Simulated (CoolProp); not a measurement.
Vapour-liquid equilibrium of hydrogen sulfide (1) + propane (2) at 6.48 bar; x and y are mole fractions of (1).

The numbers come from the multi-fluid Helmholtz-energy mixture model, Lemmon 2006 and Lemmon 2009; pair parameters Kunz 2012 in CoolProp.

```
x     bubble temperature (K)  y at the bubble point  dew temperature at overall composition x (K)  liquid density (mol/L)
----  ----------------------  ---------------------  --------------------------------------------  ----------------------
0.05                   277.6                  0.183                                         282.1                   12.06
0.15                   269.1                  0.410                                         278.7                   12.88
0.25                   264.0                  0.535                                         275.2                   13.74
0.35                   260.9                  0.612                                         271.4                   14.71
0.45                   258.9                  0.665                                         267.5                   15.82
0.55                   257.7                  0.705                                         263.3                   17.12
0.65                   256.9                  0.742                                         259.4                   18.62
0.75                   256.5                  0.782                                         256.8                   20.33
0.85                   256.4                  0.835                                         256.5                   22.25
0.95                   257.2                  0.925                                         257.5                   24.31
```

y crosses x between x = 0.75 and 0.85: the model has an azeotrope there.

Pair parameters are fitted to limited data, so mixtures are less certain than the pure fluids.
